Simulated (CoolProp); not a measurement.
The numbers come from the reference Helmholtz-energy equation of state, Lemmon 2016 in CoolProp.

Task: For R365MFC, give the phase and the cp (kJ/(kg K)), Joule-Thomson coefficient (K/MPa) at 297.7 K and 4.54 bar; 448.1 K and 1.42 bar; 403.2 K and 0.22 bar.

Result: 
- 297.7 K and 4.54 bar: liquid; cp 1.38, Joule-Thomson coefficient -0.287
- 448.1 K and 1.42 bar: gas; cp 1.25, Joule-Thomson coefficient 7.99
- 403.2 K and 0.22 bar: gas; cp 1.17, Joule-Thomson coefficient 11.1
